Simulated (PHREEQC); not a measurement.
A column of 0.2 m (40 cells, dispersivity 0.01 m, 300 s a shift, diffusion coefficient 3e-10 m²/s) holds 0.058 eq of the database's cation exchanger X per kg of pore water, first in equilibrium with 0.0069 mol/kgw ZnSO4 and 1e-05 mol/kgw HCl. It is flushed with 29 mmol/kgw Na2SO4, 0.33 mmol/kgw KCl, 13 mmol/kgw ZnCl2 and 0.01 mmol/kgw HCl, at 25 °C. Values are for the last cell. CO2 from the air is kept out. Nothing may precipitate in this run.

Computed with PHREEQC (ion-association model, phreeqc.dat).

| pore volumes | Na in solution (mol/kgw) | K in solution (mol/kgw) | Cl in solution (mol/kgw) | S in solution (mol/kgw) |
|---|---|---|---|---|
| 0 | 0 | 0 | 1.00e-5 | 0.00690 |
| 0.2625 | 7.58e-10 | 0 | 1.01e-5 | 0.00690 |
| 0.3875 | 2.76e-6 | 9.58e-14 | 4.18e-5 | 0.00693 |
| 0.6375 | 0.00130 | 1.40e-8 | 0.00252 | 0.00901 |
| 0.7625 | 0.00502 | 2.66e-7 | 0.00621 | 0.0121 |
| 1.012 | 0.0198 | 6.39e-6 | 0.0152 | 0.0197 |
| 1.262 | 0.0355 | 2.96e-5 | 0.0215 | 0.0250 |
| 1.387 | 0.0415 | 4.78e-5 | 0.0234 | 0.0265 |
| 1.637 | 0.0495 | 9.23e-5 | 0.0253 | 0.0281 |
| 1.762 | 0.0520 | 0.000116 | 0.0257 | 0.0285 |
| 2.013 | 0.0550 | 0.000164 | 0.0261 | 0.0288 |
| 2.263 | 0.0566 | 0.000207 | 0.0263 | 0.0290 |
| 2.388 | 0.0570 | 0.000226 | 0.0263 | 0.0290 |
| 2.638 | 0.0575 | 0.000258 | 0.0263 | 0.0290 |
| 2.763 | 0.0577 | 0.000270 | 0.0263 | 0.0290 |
| 3.013 | 0.0578 | 0.000290 | 0.0263 | 0.0290 |
| 3.263 | 0.0579 | 0.000304 | 0.0263 | 0.0290 |
| 3.388 | 0.0580 | 0.000309 | 0.0263 | 0.0290 |
| 3.638 | 0.0580 | 0.000317 | 0.0263 | 0.0290 |
| 3.763 | 0.0580 | 0.000320 | 0.0263 | 0.0290 |
| 4.013 | 0.0580 | 0.000324 | 0.0263 | 0.0290 |
